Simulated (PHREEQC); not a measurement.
Metal-bearing waste water: an equilibrium model

Solution (31 °C): 2.4 mmol/kgw MnSO4 and 5.1 mmol/kgw NaCl. Closed to the air; pH follows from the charge balance.

All values are PHREEQC results (ion-association model, wateq4f.dat), not measurements.

| Property | Result |
|---|---|
| pH | 6.60 |
| ionic strength | 0.0132 mol/kgw |

```csv
species,molality,activity,log γ
Cl-,0.00507,0.00450,-0.052
Na+,0.00507,0.00451,-0.051
Mn+2,0.00204,0.00131,-0.193
SO4-2,0.00203,0.00128,-0.200
MnSO4,0.000333,0.000334,0.001
NaSO4-,3.37e-5,3.01e-5,-0.049
MnCl+,2.69e-5,2.40e-5,-0.050
H+,2.75e-7,2.49e-7,-0.044
MnOH+,2.45e-7,2.18e-7,-0.050
OH-,7.05e-8,6.25e-8,-0.052
MnCl2,4.69e-8,4.71e-8,0.001
HSO4-,3.99e-8,3.55e-8,-0.051
```

Precipitation was switched off in this run. Complexes and solids missing from the database can't appear.
